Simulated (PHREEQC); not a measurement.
Synthetic water in mg/kgw, 34 °C, pH 1.82, pe 11.7:

```csv
constituent,mg/kgw
Na,454
K,401
Ca,642
Mg,76.5
Cl,895
S(6) as SO4,3470
Li,6.97
N(5) as NO3,1.72
Pb,121
```

Cl is adjusted to close the charge balance.
Valence states are taken as typed.

Model: ion-association model, phreeqc.dat, run in PHREEQC.

| Item | Result |
|---|---|
| ionic strength | 0.104 mol/kgw |
| specific conductance | 14600 µS/cm |
| density | 0.999 g/cm³ |
| total alkalinity | -32.1 meq/kg |

| species | molality | activity | log γ |
|---|---|---|---|
| Cl- | 0.0303 | 0.0230 | -0.119 |
| Na+ | 0.0192 | 0.0150 | -0.108 |
| H+ | 0.0184 | 0.0151 | -0.085 |
| SO4-2 | 0.0155 | 0.00562 | -0.441 |
| HSO4- | 0.0131 | 0.0101 | -0.110 |
| Ca+2 | 0.0110 | 0.00419 | -0.419 |
| K+ | 0.00982 | 0.00744 | -0.120 |
| CaSO4 | 0.00436 | 0.00447 | 0.010 |
| Mg+2 | 0.00192 | 0.000762 | -0.401 |
| MgSO4 | 0.00123 | 0.00126 | 0.010 |

Precipitation was switched off in this run. The solution is supersaturated, for example in Anglesite, so a real one may precipitate; this is no full list.
